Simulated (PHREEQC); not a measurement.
PHREEQC input (ion-association model, wateq4f.dat):

```
SOLUTION 1
  temp 25
  units mmol/kgw
  pH 7 charge
  S(6) 14.3
  Zn 6.8
  Na 15
SOLUTION 2
  temp 25
  units mmol/kgw
  pH 7 charge
  S(6) 1
  Ni 15
  Cl 28.19
  Na 0.19
END
SELECTED_OUTPUT 1
  -reset false
  -pH true
  -pe true
  -ionic_strength true
  -water true
  -totals Cl Na Ni S Zn S(-2) S(6)
  -molalities H+ Cl- Na+ Ni+2 SO4-2 Zn+2 NaSO4- HSO4- H2S HS-
    S-2 O2 OH- ZnCl+ ZnCl2 ZnCl3- ZnCl4-2 ZnOH+ Zn(OH)2 Zn(OH)3-
    Zn(OH)4-2 ZnOHCl Zn(HS)2 Zn(HS)3- ZnSO4 Zn(SO4)2-2 NiCl+ NiOH+ Ni(OH)2 Ni(OH)3-
    NiSO4 NiCl2 Ni(SO4)2-2
  -equilibrium_phases Zn(OH)2-e Zn4(OH)6SO4 Zn5(OH)8Cl2 Ni(OH)2 Ni4(OH)6SO4 Halite Mirabilite Goslarite Morenosite
PRINT
  -reset false
MIX 1
  1 1
  2 0
EQUILIBRIUM_PHASES 1
  Zn(OH)2-e 0 0
  Zn4(OH)6SO4 0 0
  Zn5(OH)8Cl2 0 0
  Ni(OH)2 0 0
  Ni4(OH)6SO4 0 0
  Halite 0 0
  Mirabilite 0 0
  Goslarite 0 0
  Morenosite 0 0
  O2(g) -0.68 10
END
# ... the last block is repeated for the other 20 points of share of solution B
```

Selected output (columns that matter, 21 of 21 rows; share of solution B added in front):

```
share of solution B	pH	mu	Cl	Na	Ni	S	Zn	m_H+	m_Cl-	m_Na+	m_Ni+2	m_SO4-2	m_Zn+2	m_OH-
0	5.9065	0.037617	0	0.015	0	0.0143	0.0068	1.4334e-06	0	0.014606	0	0.010848	0.0039751	9.719e-09
0.05	5.8989	0.037471	0.0014095	0.01426	0.00075	0.013635	0.00646	1.4585e-06	0.001401	0.013905	0.00050361	0.010245	0.0038651	9.547e-09
0.1	5.8919	0.037371	0.002819	0.013519	0.0015	0.01297	0.00612	1.482e-06	0.0028007	0.013201	0.001025	0.0096505	0.0037489	9.3922e-09
0.15	5.8855	0.037317	0.0042285	0.012779	0.00225	0.012305	0.00578	1.5038e-06	0.0041988	0.012496	0.0015652	0.0090646	0.0036259	9.2548e-09
0.2	5.8799	0.03731	0.005638	0.012038	0.003	0.01164	0.00544	1.5234e-06	0.0055954	0.011788	0.002125	0.0084878	0.0034956	9.1352e-09
0.25	5.875	0.037352	0.0070475	0.011298	0.00375	0.010975	0.0051	1.5406e-06	0.0069903	0.011079	0.0027051	0.0079205	0.0033574	9.0341e-09
0.3	5.871	0.037444	0.008457	0.010557	0.0045	0.01031	0.00476	1.5552e-06	0.0083834	0.010367	0.0033064	0.0073631	0.0032107	8.9523e-09
0.35	5.8679	0.037585	0.0098665	0.0098165	0.00525	0.009645	0.00442	1.5666e-06	0.0097748	0.0096527	0.0039295	0.0068157	0.0030549	8.891e-09
0.4	5.8658	0.037777	0.011276	0.009076	0.006	0.00898	0.00408	1.5745e-06	0.011164	0.0089365	0.004575	0.0062787	0.0028895	8.8517e-09
0.45	5.8648	0.038018	0.012686	0.0083355	0.00675	0.008315	0.00374	1.5785e-06	0.012552	0.0082182	0.0052433	0.005752	0.002714	8.8364e-09
0.5	5.8651	0.038309	0.014095	0.007595	0.0075	0.00765	0.0034	1.5779e-06	0.013937	0.0074978	0.0059348	0.0052357	0.0025278	8.8476e-09
0.55	5.8669	0.038648	0.015505	0.0068545	0.00825	0.006985	0.00306	1.5723e-06	0.01532	0.0067753	0.0066497	0.0047299	0.0023304	8.8888e-09
0.6	5.8702	0.039035	0.016914	0.006114	0.009	0.00632	0.00272	1.561e-06	0.016702	0.0060509	0.0073883	0.0042344	0.0021215	8.9642e-09
0.65	5.8754	0.039468	0.018324	0.0053735	0.00975	0.005655	0.00238	1.5432e-06	0.01808	0.0053245	0.0081503	0.0037491	0.0019006	9.08e-09
0.7	5.8828	0.039946	0.019733	0.004633	0.0105	0.00499	0.00204	1.518e-06	0.019457	0.0045962	0.0089359	0.0032738	0.0016674	9.2442e-09
0.75	5.8928	0.040467	0.021143	0.0038925	0.01125	0.004325	0.0017	1.4844e-06	0.020832	0.003866	0.0097448	0.0028084	0.0014217	9.4685e-09
0.8	5.9059	0.041029	0.022552	0.003152	0.012	0.00366	0.00136	1.4411e-06	0.022204	0.0031341	0.010577	0.0023524	0.0011633	9.7697e-09
0.85	5.923	0.04163	0.023962	0.0024115	0.01275	0.002995	0.00102	1.3864e-06	0.023573	0.0024004	0.011431	0.0019057	0.00089196	1.0173e-08
0.9	5.9452	0.042269	0.025371	0.001671	0.0135	0.00233	0.00068	1.3182e-06	0.024941	0.0016651	0.012308	0.001468	0.00060764	1.072e-08
0.95	5.9745	0.042942	0.026781	0.0009305	0.01425	0.001665	0.00034	1.2332e-06	0.026306	0.00092819	0.013207	0.0010388	0.00031031	1.1482e-08
1	6.014	0.043649	0.02819	0.00019	0.015	0.001	0	1.1268e-06	0.027668	0.00018972	0.014126	0.00061797	0	1.2592e-08
```

Complexes and solids missing from the database can't appear.
